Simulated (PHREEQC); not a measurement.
A solution holds 0.00022 mol HNO3, 3.8e-05 mol ZnSO4 and 0.00023 mol MgCl2 per kg of water, at 53 °C. Closed to the air; pH follows from the charge balance.

Computed with PHREEQC (ion-association model, phreeqc.dat).

Precipitation was switched off in this run.

**Question.** Order these S species by the share of S that they hold, largest first: MgSO4, HSO4-, SO4-2, ZnSO4.

**Answer.** SO4-2 (89 %), MgSO4 (6.8 %), HSO4- (3.2 %), ZnSO4 (0.71 %)

The pH is 3.68 and the ionic strength 0.00105 mol/kgw. Constants without temperature data keep their 25 °C values here.
